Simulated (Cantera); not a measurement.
Hydrocarbon pyrolysis for carbon deposition

An isothermal, constant-pressure homogeneous reactor starts with CH4 : N2 = 1 : 150 (molar parts), at 1975 K and 750 Torr.

Model: GRI-Mech 3.0 (53 species, 325 reactions), integrated in Cantera. GRI-Mech 3.0 stops at C3 and has no aromatics, soot or wall deposition, so with more carbon than oxygen in the feed, carbon stays in small species such as C2H2 where larger ones or solid carbon would form.

| t (s) | x CH4 | x C2H | x C2H6 | x H2 | x H | x C2H2 |
|---|---|---|---|---|---|---|
| 5.00e-5 | 0.00642 | 3.46e-11 | 5.18e-7 | 0.000101 | 6.73e-6 | 1.91e-7 |
| 0.000248 | 0.00515 | 5.13e-8 | 8.38e-6 | 0.00121 | 3.31e-5 | 0.000116 |
| 0.00123 | 0.00128 | 5.25e-7 | 1.26e-6 | 0.00756 | 9.54e-5 | 0.00243 |
| 0.00608 | 0.000174 | 6.98e-7 | 3.05e-8 | 0.00950 | 0.000123 | 0.00315 |
| 0.0301 | 1.87e-5 | 7.48e-7 | 3.99e-10 | 0.00976 | 0.000132 | 0.00322 |
| 0.149 | 7.19e-7 | 7.67e-7 | <1e-12 | 0.00979 | 0.000136 | 0.00323 |
| 0.740 | 2.72e-7 | 7.70e-7 | <1e-12 | 0.00980 | 0.000136 | 0.00323 |
| 3.67 | 2.12e-7 | 7.70e-7 | <1e-12 | 0.00980 | 0.000136 | 0.00323 |
| 18.2 | 2.29e-7 | 7.67e-7 | <1e-12 | 0.00980 | 0.000136 | 0.00321 |
| 90.0 | 2.91e-7 | 7.53e-7 | <1e-12 | 0.00980 | 0.000136 | 0.00316 |
x: mole fraction; the columns are a selection and need not sum to one.

Equilibrium at this temperature and pressure: CH4 1.63e-7, C2H 2.16e-8, C2H6 <1e-12, H2 0.00980, H 0.000136, C2H2 9.04e-5 (gas phase only).
